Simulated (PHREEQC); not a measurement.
# Copper plating or etch bath: speciation

A solution holds 0.0087 mol Cu(NO3)2, 0.0013 mol H2SO4 and 0.0025 mol Na2SO4 per kg of water, at 75 °C. Closed to the air; pH follows from the charge balance.

Computed with PHREEQC (ion-association model, wateq4f.dat).

```yaml
pH: 2.78
ionic_strength: 0.0319 mol/kgw
total_alkalinity: -2.60 meq/kg
```

```
species     molality  activity   log γ
----------  --------  --------  ------
NO3-          0.0174    0.0143  -0.085
Cu+2         0.00765   0.00387  -0.296
Na+          0.00497   0.00414  -0.079
SO4-2        0.00204  0.000995  -0.311
H+           0.00192   0.00165  -0.065
CuSO4        0.00105   0.00106   0.003
HSO4-       0.000682  0.000568  -0.079
NaSO4-       3.23e-5   2.71e-5  -0.076
Cu2(OH)2+2   3.53e-8   1.69e-8  -0.320
```

Precipitation was switched off in this run. Away from 25 °C the constants follow the database's enthalpies or fits; those with neither stay at their 25 °C values.
